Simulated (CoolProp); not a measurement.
The numbers come from the reference Helmholtz-energy equation of state, de Reuck 1990 in CoolProp.

### Question
For fluorine, give the phase and the density (kg/m³), cv (kJ/(kg K)), speed of sound (m/s), Joule-Thomson coefficient (K/MPa) at 156.1 K and 0.819 MPa; 156.1 K and 4.09 MPa; 156.1 K and 11.5 MPa.

### Answer
- 156.1 K and 0.819 MPa: gas; density 25.0, cv 0.570, speed of sound 214, Joule-Thomson coefficient 6.82
- 156.1 K and 4.09 MPa: gas; density 158, cv 0.646, speed of sound 194, Joule-Thomson coefficient 6.55
- 156.1 K and 11.5 MPa: supercritical; density 860, cv 0.708, speed of sound 308, Joule-Thomson coefficient 1.03
